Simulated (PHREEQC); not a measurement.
A solution holds 0.41 mol Na2SO4 per kg of water, at 25 °C. Closed to the air; pH follows from the charge balance.

Equilibrium calculation in PHREEQC: Pitzer model, pitzer.dat.

```tsv
quantity	before	after
pH	7.33	7.18
ionic strength (mol/kgw)	1.23	1.23
```

### Question
What was changed between the two runs?
A. diluted 100-fold with water
B. Na2SO4 from 0.41 to 0.082 mol/kgw
C. Na2SO4 from 0.41 to 0.615 mol/kgw
D. temperature from 25 to 40 °C
E. Na2SO4 from 0.41 to 0.041 mol/kgw

### Answer
D, temperature from 25 to 40 °C

This is a speciation only: nothing precipitates in the calculation. Constants without temperature data keep their 25 °C values here.
